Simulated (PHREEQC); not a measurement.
Solution (25 °C): 0.18 mol Pb(NO3)2 and 0.06 mol NaCl per kg of water. Closed to the air; pH follows from the charge balance.

The numbers come from PHREEQC with the ion-association model with the Debye-Hückel limiting law, wateq4f.dat.

Precipitation was switched off in this run.

Q: What pH, activity of water does the model give?

A: pH 4.01; activity of water 0.989.

Q: In which forms is Pb present?

A: Pb+2 81 %, PbNO3+ 13 %, PbCl+ 5.3 % of the Pb.

Species that the database lacks are ignored.
